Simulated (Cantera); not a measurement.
Diamond growth

A diamond (100) surface in a fixed gas of H2 with x(CH4) = 0.0031, x(CH3) = 5e-05, at 925 K, 0.0330 bar; coverages are run to steady state.

Cantera simulation using the Harris–Goodwin 1993 mechanism for the reconstructed diamond (100) surface; the numbers are that mechanism's predictions, not measurements.

```tsv
x(H)	growth (µm/h)	θ c6HH	θ c6H*	θ c6*H	θ c6**	θ c6HM
0.0001	0.286	0.526	0.00905	0.233	0.00267	0.180
0.00021	0.396	0.573	0.0102	0.262	0.00366	0.119
0.00042	0.478	0.610	0.0110	0.283	0.00440	0.0716
0.00086	0.534	0.636	0.0116	0.298	0.00490	0.0391
0.0018	0.567	0.652	0.0119	0.306	0.00519	0.0198
0.0036	0.584	0.659	0.0121	0.310	0.00534	0.0102
0.0074	0.593	0.663	0.0122	0.313	0.00542	0.00504
0.015	0.597	0.665	0.0123	0.314	0.00546	0.00251
0.031	0.599	0.666	0.0124	0.314	0.00549	0.00122
```
θ: site fractions in the mechanism's names (c6HH fully hydrogenated, c6H* and c6*H radical sites, c6** diradical, c6HM methylated).
